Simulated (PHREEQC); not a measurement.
0.088 g of hydrous ferric oxide (600 m²/g; 0.2 weak and 0.005 strong sites per Fe, Dzombak-Morel constants, diffuse double layer) in 1 kg of water with 0.005 mol/kgw of an inert sodium salt and 5.8e-07 mol/kgw Ag2SO4, 1.3e-06 mol/kgw MnCl2 and 0.00023 mol/kgw MgCl2, at 25 °C; the pH is set by adding NaOH or the inert anion's acid. No oxygen is let in. CO2 from the air is kept out. No solid was allowed to form.

The series has 17 steps of pH, from 4 to 10.

Computed with PHREEQC (ion-association model, wateq4f.dat).

Q: Near which pH is half of the S sorbed, and on which side is more sorbed?

A: Near pH 6.4, with more sorbed at lower pH.

Q: Near which pH is half of the Ag sorbed, and on which side is more sorbed?

A: Near pH 7.6, with more sorbed at higher pH.

Q: Near which pH is half of the Mn sorbed, and on which side is more sorbed?

A: Near pH 7.0, with more sorbed at higher pH.

Along this series the solution becomes supersaturated in solids that the run did not let form, among them Cerargyrite.
